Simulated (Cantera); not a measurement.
## Si3H8 + Cl2 + H2 (silicon epitaxy and polysilicon growth)

A closed system holds: 1 mol Si3H8, 0.22 mol Cl2, 31 mol H2, equilibrated at 101000 Pa.

Method: chemical equilibrium by Gibbs-energy minimisation in Cantera with the NASA 1993 tables (ideal gas, pure condensed phases). Candidate condensed phases: Si; 19 gas species. The feed counts by its element totals alone. The tables' values for SiCl3 are old estimates; treat these amounts as uncertain. Kinetics and transport are ignored.

```tsv
T (°C)	x H2	x HCl	x SiHCl3	x SiCl4	n Si(s)
650	0.995	0.00188	0.00193	0.00102	2.88
750	0.993	0.00428	0.00147	0.000750	2.91
850	0.991	0.00752	0.000856	0.000379	2.94
950	0.989	0.0101	0.000326	0.000108	2.97
1050	0.988	0.0112	9.12e-5	2.04e-5	2.98
1150	0.988	0.0115	2.54e-5	3.80e-6	2.98
1250	0.988	0.0115	7.97e-6	8.28e-7	2.98
```
x: gas mole fraction; n: condensed amount in mol.

From 650 °C to 1250 °C the condensed part is Si(s). The main Si-bearing gas is SiHCl3 at 650 °C and SiCl2 at 1250 °C.
